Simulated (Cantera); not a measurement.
Charge: 1 mol MgCO₃, 0.39 mol C, 0.014 mol O₂, at 3600 Torr.

Cantera equilibrium calculation (NASA polynomials, part measured and part estimated; ideal gas, pure solids and liquids). Candidate condensed phases: C, Mg, MgCO₃, MgO; 15 gas species. Kinetics and transport are ignored.

Question: Which condensed phases are stable at each of these points (T (K)): 700, 725, 750, 775, 800, 825, 850, 875, 900, 925, 950, 975, 1000, 1025?

Answer: 
```json
[
 {"T (K)": "700", "condensed phases": "C(graphite) + MgCO₃(s)", "Mg condensed (%)": "100.0"},
 {"T (K)": "725", "condensed phases": "C(graphite) + MgCO₃(s)", "Mg condensed (%)": "100.0"},
 {"T (K)": "750", "condensed phases": "C(graphite) + MgO(s)", "Mg condensed (%)": "100.0"},
 {"T (K)": "775", "condensed phases": "C(graphite) + MgO(s)", "Mg condensed (%)": "100.0"},
 {"T (K)": "800", "condensed phases": "C(graphite) + MgO(s)", "Mg condensed (%)": "100.0"},
 {"T (K)": "825", "condensed phases": "C(graphite) + MgO(s)", "Mg condensed (%)": "100.0"},
 {"T (K)": "850", "condensed phases": "C(graphite) + MgO(s)", "Mg condensed (%)": "100.0"},
 {"T (K)": "875", "condensed phases": "C(graphite) + MgO(s)", "Mg condensed (%)": "100.0"},
 {"T (K)": "900", "condensed phases": "C(graphite) + MgO(s)", "Mg condensed (%)": "100.0"},
 {"T (K)": "925", "condensed phases": "C(graphite) + MgO(s)", "Mg condensed (%)": "100.0"},
 {"T (K)": "950", "condensed phases": "C(graphite) + MgO(s)", "Mg condensed (%)": "100.0"},
 {"T (K)": "975", "condensed phases": "C(graphite) + MgO(s)", "Mg condensed (%)": "100.0"},
 {"T (K)": "1000", "condensed phases": "C(graphite) + MgO(s)", "Mg condensed (%)": "100.0"},
 {"T (K)": "1025", "condensed phases": "C(graphite) + MgO(s)", "Mg condensed (%)": "100.0"}
]
```

From 700 K to 725 K the condensed part is C(graphite) + MgCO₃(s). From 750 K to 1025 K the condensed part is C(graphite) + MgO(s).
